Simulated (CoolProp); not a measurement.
Properties of oxygen at several states (Tc = -118.6 °C, pc = 5046 kPa, ω = 0.022).

Computed with CoolProp (reference Helmholtz-energy equation of state, Schmidt 1985). Above 300 K oxygen's equation is extrapolated.

| T (°C) | p (kPa) | phase | speed of sound (m/s) | conductivity (mW/(m K)) |
|---|---|---|---|---|
| 350.65 | 62.5 | gas | … | … |
| -35.35 | 107 | gas | … | … |
| -159.75 | 57.9 | gas | … | … |

Question: What belongs in the gaps?

Answer: 
- 350.65, speed of sound (m/s): 467.3
- 350.65, conductivity (mW/(m K)): 49.2
- -35.35, speed of sound (m/s): 293.8
- -35.35, conductivity (mW/(m K)): 21.5
- -159.75, speed of sound (m/s): 202.1
- -159.75, conductivity (mW/(m K)): 10.3

Thermal conductivity comes from a separate model (Lemmon 2004).
